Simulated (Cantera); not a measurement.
Feed: 1 mol SiCl₄, 0.13 mol Cl₂, 180 mol H₂, held at 0.0133 bar.

Cantera equilibrium calculation (NASA polynomials, part measured and part estimated; ideal gas, pure solids and liquids). Candidate condensed phases: Si; 19 gas species. Gases not in the tables: Si₂H₆ and higher silanes. Equilibrium is a limit: real reactors are often held back by kinetics, nucleation or transport.

Question: What share of the Si ends up in condensed phases as a function of T (°C), at 700, 800, 900, 1000, 1100, 1200, 1300, 1400?

Answer: 
```
T (°C)  Si condensed (%)     as
------  ----------------  -----
700                 34.2  Si(s)
800                 65.5  Si(s)
900                 77.2  Si(s)
1000                77.7  Si(s)
1100                76.4  Si(s)
1200                74.8  Si(s)
1300                73.2  Si(s)
1400                71.1  Si(s)
```
